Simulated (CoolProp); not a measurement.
R115 along the isobar 12.5 MPa: Z from the reference equation and from simpler models built on Tc = 80.0 °C, pc = 3.129 MPa, ω = 0.248; each cubic takes its own stable root.

Computed with CoolProp (reference Helmholtz-energy equation of state, Lemmon 2016).

```tsv
T (°C)	phase	reference
-60.05	liquid	0.6600
-41.35	liquid	0.6279
-22.65	liquid	0.6025
-3.95	liquid	0.5829
14.75	liquid	0.5684
33.45	liquid	0.5589
52.15	liquid	0.5545
70.85	liquid	0.5555
89.55	supercritical	0.5626
108.25	supercritical	0.5770
126.95	supercritical	0.5996
145.65	supercritical	0.6307
164.35	supercritical	0.6688
182.95	supercritical	0.7102
```

### Question
How far does each simpler model (Redlich-Kwong, Peng-Robinson) lie from the reference over these 14 states: mean and median of the absolute difference, and the worst?

### Answer
- Redlich-Kwong: mean 4.9 %, median 6.1 %, worst +6.5 % at -60.05 °C and 12.5 MPa
- Peng-Robinson: mean 4.8 %, median 6.0 %, worst -7.8 % at -3.95 °C and 12.5 MPa
